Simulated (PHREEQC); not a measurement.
Dissolve 1.9 mmol/kgw FeCl3, 21 mmol/kgw CuCl2, 0.061 mmol/kgw NaF and 110 mmol/kgw NaCl at 27 °C. Closed to the air; pH follows from the charge balance.

Computed with PHREEQC (ion-association model, phreeqc.dat).

| Quantity | Result |
|---|---|
| pH | 2.99 |
| ionic strength | 0.175 mol/kgw |
| density | 1.004 g/cm³ |
| total alkalinity | -3.80 meq/kg |

```
species     molality  activity   log γ
----------  --------  --------  ------
Cl-            0.154     0.112  -0.140
Na+            0.110    0.0829  -0.123
Cu+2          0.0181   0.00614  -0.469
CuCl+        0.00280   0.00203  -0.138
H+           0.00128   0.00103  -0.096
FeOH+2      0.000734  0.000228  -0.507
FeCl+2      0.000376  0.000117  -0.507
Fe+3        0.000236   3.25e-5  -0.861
Fe2(OH)2+4  0.000125   1.29e-6  -1.985
CuCl2       0.000120  0.000125   0.018
Fe(OH)2+    0.000105   7.88e-5  -0.123
```

Precipitation was switched off in this run. The solution is supersaturated, for example in Hematite (slow to form), Goethite (slow to form), so a real one may precipitate; this is no full list. Fluoro complexes past AlF4- and FeF3 are missing from the database.
